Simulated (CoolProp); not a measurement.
A simple Rankine cycle with neopentane: condensing at 306.15 K, boiler at 1.22 MPa, turbine inlet 417.6 K, turbine efficiency 0.7, pump efficiency 0.7, no recuperator. Each further row changes one setting.

Computed with CoolProp (reference Helmholtz-energy equation of state, Lemmon 2006). It is a short technical equation, of lower accuracy than the large ones.

```
case                             thermal efficiency (%)  net work (kJ/kg)  heat in (kJ/kg)  turbine exit temperature (K)  volume ratio over the turbine
-------------------------------  ----------------------  ----------------  ---------------  ----------------------------  -----------------------------
as stated                                           9.5              47.4              498                         384.8                           5.92
turbine inlet 437.6 K                               9.3              50.8              547                         405.8                           5.80
condensing temperature 298.15 K                    10.5        (withheld)       (withheld)                    (withheld)                           7.57
boiler pressure 0.854 MPa                           7.8        (withheld)              508                         393.1                           3.98
turbine efficiency 0.6                              8.1              40.3              498                         388.1                           5.98
```

Question: Some entries are withheld; supply them.

Answer: 
- condensing temperature 298.15 K, net work (kJ/kg): 54.5
- condensing temperature 298.15 K, heat in (kJ/kg): 517
- condensing temperature 298.15 K, turbine exit temperature (K): 380.8
- boiler pressure 0.854 MPa, net work (kJ/kg): 39.4
